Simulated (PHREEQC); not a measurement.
Make-up at 25 °C: 0.008 mol HCl, 0.037 mol FeCl3 and 5.9e-05 mol CuCl2 per kg of water. Closed to the air; pH follows from the charge balance.

All values are PHREEQC results (ion-association model, wateq4f.dat), not measurements.

This is a speciation only: nothing precipitates in the calculation.

Q: Order these Cu species by the share of Cu that they hold, largest first: Cu+2, CuCl+, CuCl2.

A: Cu+2 (91 %), CuCl+ (8.5 %), CuCl2 (0.23 %)

The pH is 1.89 and the ionic strength 0.174 mol/kgw. Examples of supersaturated solids here: Hematite (slow to form), Goethite (slow to form). Others may be too.
